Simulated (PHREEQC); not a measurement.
Solution (48 °C): 1 mol/kgw KHCO3 and 0.11 mol/kgw Na2CO3. Closed to the air; pH follows from the charge balance.

The numbers come from PHREEQC with the Pitzer model, pitzer.dat.

Each row changes one thing in this solution. This is a speciation only: nothing precipitates in the calculation.

```json
[
 {"case": "as made", "pH": "8.47", "ionic strength (mol/kgw)": "1.33", "HCO3- (mol/kgw)": "0.994", "CO3-2 (mol/kgw)": "0.113", "CO2 (mol/kgw)": "0.00303"},
 {"case": "KHCO3 from 1 to 1.5 mol/kgw", "pH": "8.25", "ionic strength (mol/kgw)": "1.84", "HCO3- (mol/kgw)": "1.49", "CO3-2 (mol/kgw)": "…", "CO2 (mol/kgw)": "0.00689"},
 {"case": "temperature from 48 to 90 °C", "pH": "8.38", "ionic strength (mol/kgw)": "1.33", "HCO3- (mol/kgw)": "0.991", "CO3-2 (mol/kgw)": "0.115", "CO2 (mol/kgw)": "0.00470"},
 {"case": "Na2CO3 from 0.11 to 0.099 mol/kgw", "pH": "8.43", "ionic strength (mol/kgw)": "1.30", "HCO3- (mol/kgw)": "…", "CO3-2 (mol/kgw)": "0.102", "CO2 (mol/kgw)": "0.00336"},
 {"case": "Na2CO3 from 0.11 to 0.165 mol/kgw", "pH": "8.63", "ionic strength (mol/kgw)": "1.50", "HCO3- (mol/kgw)": "…", "CO3-2 (mol/kgw)": "…", "CO2 (mol/kgw)": "0.00199"},
 {"case": "Na2CO3 from 0.11 to 0.121 mol/kgw", "pH": "8.51", "ionic strength (mol/kgw)": "…", "HCO3- (mol/kgw)": "0.995", "CO3-2 (mol/kgw)": "0.124", "CO2 (mol/kgw)": "0.00275"},
 {"case": "temperature from 48 to 45 °C", "pH": "8.49", "ionic strength (mol/kgw)": "1.33", "HCO3- (mol/kgw)": "0.994", "CO3-2 (mol/kgw)": "0.113", "CO2 (mol/kgw)": "0.00293"},
 {"case": "Na2CO3 from 0.11 to 0.55 mol/kgw", "pH": "9.12", "ionic strength (mol/kgw)": "2.65", "HCO3- (mol/kgw)": "0.999", "CO3-2 (mol/kgw)": "0.550", "CO2 (mol/kgw)": "0.000464"}
]
```

### Question
Fill in the missing entries.

### Answer

- KHCO3 from 1 to 1.5 mol/kgw, CO3-2 (mol/kgw): 0.117
- Na2CO3 from 0.11 to 0.099 mol/kgw, HCO3- (mol/kgw): 0.993
- Na2CO3 from 0.11 to 0.165 mol/kgw, HCO3- (mol/kgw): 0.996
- Na2CO3 from 0.11 to 0.165 mol/kgw, CO3-2 (mol/kgw): 0.167
- Na2CO3 from 0.11 to 0.121 mol/kgw, ionic strength (mol/kgw): 1.37

Species that the database lacks are ignored. In brines, pH and single-ion activities rest on the MacInnes convention. Away from 25 °C the constants follow the database's enthalpies or fits; those with neither stay at their 25 °C values.
